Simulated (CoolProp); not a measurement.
Model: reference Helmholtz-energy equation of state, Lemmon 2004, in CoolProp. It is a short technical equation, of lower accuracy than the large ones.

Problem. For n-dodecane, give the phase and the Z, cp (kJ/(kg K)), cv (kJ/(kg K)), speed of sound (m/s) at 84.35 °C and 1.01 bar; 222.45 °C and 1.01 bar; 242.15 °C and 1.01 bar.

Solution. 
- 84.35 °C and 1.01 bar: liquid; Z 0.00825, cp 2.43, cv 2.04, speed of sound 1060
- 222.45 °C and 1.01 bar: gas; Z 0.932, cp 2.53, cv 2.45, speed of sound 147
- 242.15 °C and 1.01 bar: gas; Z 0.941, cp 2.59, cv 2.53, speed of sound 151
